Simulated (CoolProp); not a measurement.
Values from CoolProp's reference Helmholtz-energy equation of state, Thol 2019.

Question: Give the vapour pressure (bar), liquid density (kg/m³), vapour density (kg/m³), enthalpy of vaporisation (kJ/kg) of saturated dodecamethylpentasiloxane (MD3M) at 140.75, 154.45 °C.

Answer: 
| T (°C) | p (bar) | liquid density (kg/m³) | vapour density (kg/m³) | enthalpy of vaporisation (kJ/kg) |
|---|---|---|---|---|
| 140.75 | 0.0713 | 755 | 0.810 | 140 |
| 154.45 | 0.118 | 741 | 1.31 | 136 |
